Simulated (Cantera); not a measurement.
# Equilibrium for carbon deposition, reforming and gasification: C3H8 + H2O + H2 + NH3 + CO2

Input: 1 mol C3H8, 1 mol H2O, 30 mol H2, 0.21 mol NH3, 0.07 mol CO2, equilibrated at 11.3 Torr.

Method: chemical equilibrium by Gibbs-energy minimisation in Cantera with the NASA 1993 tables (ideal gas, pure condensed phases). Candidate condensed phases: C, C6H6, C7H8, C8H18, H2O; 136 gas species. The numbers say what is thermodynamically allowed, not how fast it happens.

At 377 °C nothing is condensed. From 527 °C to 2327 °C the condensed part is C(graphite). The main C-bearing gas is CH4 at 377 °C and CO at 2327 °C. The share of C in condensed phases is highest at 1127 °C (62.8 %) and lowest at 377 °C (0.0 %).

```csv
T (°C),log p H2,log p H,log p CH4,log p H2O,log p CO,log p C2H2 (acetylene),n C(graphite)
377,-1.89,<-13,-2.85,-3.29,-5.30,<-13,0
527,-1.85,-12.46,-3.57,-3.94,-3.46,-13.74,1.58
677,-1.84,-10.17,-4.46,-5.20,-3.34,-11.40,1.86
827,-1.84,-8.51,-5.12,-6.22,-3.33,-9.71,1.91
977,-1.84,-7.24,-5.64,-6.99,-3.33,-8.44,1.92
1127,-1.84,-6.23,-6.04,-7.60,-3.33,-7.44,1.93
1277,-1.84,-5.42,-6.37,-8.09,-3.33,-6.63,1.92
1427,-1.84,-4.75,-6.64,-8.49,-3.33,-5.97,1.92
1577,-1.84,-4.19,-6.87,-8.82,-3.33,-5.42,1.90
1727,-1.85,-3.71,-7.06,-9.11,-3.33,-4.96,1.85
1877,-1.86,-3.30,-7.24,-9.36,-3.34,-4.57,1.75
2027,-1.88,-2.95,-7.42,-9.60,-3.35,-4.24,1.57
2177,-1.91,-2.65,-7.62,-9.84,-3.36,-3.97,1.26
2327,-1.98,-2.41,-7.85,-10.09,-3.39,-3.77,0.793
```
log p: log10 of the partial pressure in bar; n: condensed amount in mol.
